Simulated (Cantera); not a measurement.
Feed: 1 mol SiH4, 0.68 mol C2H4, 79 mol H2, 0.18 mol HCl, held at 1330 Pa.

Method: chemical equilibrium by Gibbs-energy minimisation in Cantera with the NASA 1993 tables (ideal gas, pure condensed phases). Candidate condensed phases: C, C6H6, C7H8, C8H18, Si, SiC; 109 gas species. Kinetics and transport are ignored.

Over these rows the condensed part is C(graphite) + SiC(s). Partial pressures as log10 of bar:

```
T (K)  1000/T (1/K)  log p C2H2 (acetylene)  log p H2
-----  ------------  ----------------------  --------
1373         0.7283                   -7.64     -1.88
1473         0.6789                       ?     -1.88
1573         0.6357                   -6.56     -1.88
1673         0.5977                   -6.12     -1.88
1773         0.5640                   -5.73     -1.88
1873         0.5339                   -5.38     -1.88
```

Problem. Fit log p(C2H2 (acetylene)) = a + b·(1000/T) to the five rows, give the apparent enthalpy, and predict the row at 1473 K.

Solution. Means: 1000/T = 0.6119, log p = -6.286. Sxy = -0.263784, Sxx = 0.0226954, so b = -11.62 and a = -6.286 − (-11.62)×0.6119 = 0.82.
Apparent enthalpy: −19.145 × (-11.62) = 222 kJ/mol. With the condensed phases at unit activity, 2 C(graphite) + H2(g) = C2H2 (acetylene)(g) links this pressure to the main gases: over the six rows their terms move log p by +0.00 in all, so the slope is close to that reaction's ΔH°. The five rows lie within 0.01 of the line.
Prediction at 1473 K: 0.82 + (-11.62)×0.6789 = -7.07. The computed value is -7.06, 0.01 from the line.
